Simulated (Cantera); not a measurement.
Input (Python, Cantera):

```python
import numpy as np
import cantera as ct

gas = ct.Solution("gri30.yaml")
gas.TPX = 450, 190000, {'C3H8': 1, 'O2': 5.9, 'N2': 17.1}
flame = ct.FreeFlame(gas, width=0.026)
flame.set_refine_criteria(ratio=3, slope=0.08, curve=0.16)
flame.transport_model = "mixture-averaged"
flame.solve(loglevel=0, auto=True)
z, T = flame.grid, flame.T
thick = (T[-1] - T[0]) / np.gradient(T, z).max()
show = ['C3H8', 'O2', 'C2H6', 'CH2', 'NO', 'H2O']
print(f"laminar burning velocity  {flame.velocity[0] * 100:.3f} cm/s")
print(f"burnt temperature         {T[-1]:.1f} K")
print(f"thermal thickness         {thick * 1e3:.4f} mm")
print(f"grid points               {len(z)}")
z0 = z[flame.heat_release_rate.argmax()]
print(f"{'z/mm':>9s}{'T/K':>9s}{'u/(m/s)':>9s}" + "".join(f"{s:>11s}" for s in show))
rows = []
for k in (-3, -2, -1.5, -1, -0.5, -0.25, 0, 0.25, 0.5, 1, 2, 4, 8):
    zz = z0 + k * thick
    rows.append([k * thick, np.interp(zz, z, T), np.interp(zz, z, flame.velocity),
                 *(np.interp(zz, z, flame.X[gas.species_index(s)]) for s in show)])
    print(f"{rows[-1][0] * 1e3:9.3f}{rows[-1][1]:9.1f}{rows[-1][2]:9.3f}" + "".join(f"{x:11.3e}" for x in rows[-1][3:]))
```

Result:

```
laminar burning velocity  105.320 cm/s
burnt temperature         2434.9 K
thermal thickness         0.1432 mm
grid points               153
     z/mm      T/K  u/(m/s)       C3H8         O2       C2H6        CH2         NO        H2O
   -0.430    450.1    1.054  4.165e-02  2.457e-01  9.726e-09  2.696e-21  5.506e-11  1.412e-05
   -0.286    450.8    1.057  4.160e-02  2.454e-01  2.186e-07  8.615e-18  8.150e-10  1.653e-04
   -0.215    454.4    1.067  4.153e-02  2.446e-01  1.773e-06  2.047e-15  4.740e-09  7.887e-04
   -0.143    488.8    1.154  4.116e-02  2.405e-01  2.913e-05  4.298e-12  4.921e-08  5.554e-03
   -0.072    826.6    2.001  3.318e-02  2.058e-01  6.466e-04  1.076e-07  8.628e-07  3.987e-02
   -0.036   1268.3    3.166  1.440e-02  1.587e-01  1.134e-03  7.307e-06  2.513e-06  7.802e-02
    0.000   1709.4    4.370  7.680e-04  1.061e-01  1.794e-04  5.546e-05  5.506e-06  1.148e-01
    0.036   1910.5    4.896  1.725e-06  7.497e-02  1.565e-06  2.481e-05  9.853e-06  1.316e-01
    0.072   1980.6    5.054  6.086e-10  6.212e-02  2.808e-09  2.118e-06  1.390e-05  1.357e-01
    0.143   2063.2    5.221  5.624e-16  5.335e-02  5.439e-14  9.389e-09  2.045e-05  1.366e-01
    0.286   2164.4    5.433  1.441e-22  4.803e-02  8.954e-19  5.111e-12  3.236e-05  1.393e-01
    0.573   2271.1    5.662  3.472e-33  4.420e-02  3.521e-26  7.432e-16  5.588e-05  1.446e-01
    1.146   2360.9    5.850  4.783e-45  4.098e-02  1.223e-30  8.216e-17  1.016e-04  1.496e-01
```

Cantera simulation using GRI-Mech 3.0 (53 species, 325 reactions); the numbers are that mechanism's predictions, not measurements. GRI-Mech 3.0 was tuned for natural gas; its chemistry of propane as a main component is partial and can be far from experiment. Burning velocities carry a grid error of a few per cent, more on coarse grids.
